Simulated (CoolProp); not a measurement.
Saturated liquid density (kg/m³) of n-butane: the reference equation beside estimates from Tc = 425.1 K, pc = 3.796 MPa, ω = 0.201.

The numbers come from the reference Helmholtz-energy equation of state, Bücker 2006 in CoolProp.

| T (K) | reference | van der Waals | Redlich-Kwong | Soave-Redlich-Kwong | Peng-Robinson |
|---|---|---|---|---|---|
| 336.2 | 525.0 | 325.2 | 460.9 | [?] | [?] |
| 338.9 | 521.2 | 322.8 | 456.5 | 473.7 | 537.6 |
| 341.5 | 517.6 | 320.4 | 452.3 | 469.5 | 532.8 |
| 344.2 | 513.7 | 317.9 | 447.7 | 464.9 | 527.7 |
| 346.8 | [?] | 315.4 | 443.3 | 460.5 | 522.6 |
| 349.5 | 505.9 | 312.8 | 438.6 | 455.8 | 517.3 |
| 352.1 | 502.0 | 310.3 | 434.0 | 451.1 | 512.0 |
| 354.8 | 497.9 | 307.6 | 429.2 | 446.2 | 506.4 |
| 357.4 | 493.8 | 304.9 | 424.4 | 441.3 | 500.8 |
| 360 | 489.6 | 302.2 | 419.5 | 436.4 | 495.1 |
| 362.7 | [?] | 299.4 | 414.3 | 431.1 | 489.1 |
| 365.3 | 480.9 | 296.5 | 409.2 | 425.9 | 483.1 |
| 368 | 476.3 | 293.5 | 403.8 | [?] | 476.7 |
| 370.6 | 471.7 | 290.6 | 398.5 | 414.8 | 470.4 |
| 373.3 | 466.8 | 287.4 | 392.9 | 409.0 | 463.6 |

Problem. Complete the blanks.

Solution. 
- 336.2, Soave-Redlich-Kwong: 478.1
- 336.2, Peng-Robinson: 542.5
- 346.8, reference: 509.9
- 362.7, reference: 485.2
- 368, Soave-Redlich-Kwong: 420.3

Absolute difference from the reference over all 15 rows, mean and median: van der Waals 38.2 and 38.2 %, Redlich-Kwong 13.9 and 13.8 %, Soave-Redlich-Kwong 10.5 and 10.4 %, Peng-Robinson 1.7 and 1.7 %.
